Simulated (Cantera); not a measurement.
A closed system holds: 1 mol SiC, 0.97 mol H2O, 5.4 mol N2, at 12000 Pa.

Equilibrium computed with Cantera from the NASA thermochemical tables; the gas is ideal and each condensed phase is pure. Candidate condensed phases: C, C6H6, C7H8, C8H18, H2O, Si, SiC, SiO2, Si2N2O, Si3N4; 151 gas species. N2 is the only nitrogen source here; it is nearly inert below about 1500 K, so the nitride shown seldom forms there in practice. Mutual solubility and eutectic melting of coexisting phases are not modelled. The tables hold silica as quartz up to 1696 K and as liquid above; real silica turns to tridymite and cristobalite and melts near 1996 K. Equilibrium is a limit: real reactors are often held back by kinetics, nucleation or transport.

log p: log10 of the partial pressure in bar; n: condensed amount in mol.

```csv
T (°C),log p N2,log p H2,log p CO,log p HCN,log p CH4,n C(graphite),n SiO2(β-quartz),n Si2N2O(s)
725,-1.00,-1.72,-3.77,-6.66,-4.44,0.990,0.308,0.346
800,-1.00,-1.72,-3.12,-6.17,-4.77,0.961,0.288,0.356
875,-1.01,-1.72,-2.56,-5.75,-5.07,0.860,0.220,0.390
950,-1.03,-1.74,-2.08,-5.40,-5.35,0.559,0.0192,0.490
1025,-1.03,-1.74,-2.05,-5.08,-5.57,0.530,0,0.500
1100,-1.03,-1.74,-2.05,[?],[?],0.529,0,0.500
1175,-1.03,-1.74,-2.05,-4.53,-5.95,0.528,0,0.500
1250,-1.03,-1.74,-2.05,[?],[?],0.527,0,0.500
1325,-1.03,-1.74,-2.05,-4.08,-6.26,0.526,0,0.500
1400,-1.03,-1.74,-2.05,-3.89,-6.39,0.524,0,0.499
```

Q: Some entries are withheld; supply them.

A: 
- 1250, log p HCN: -4.29
- 1250, log p CH4: -6.11
- 1100, log p HCN: -4.79
- 1100, log p CH4: -5.77
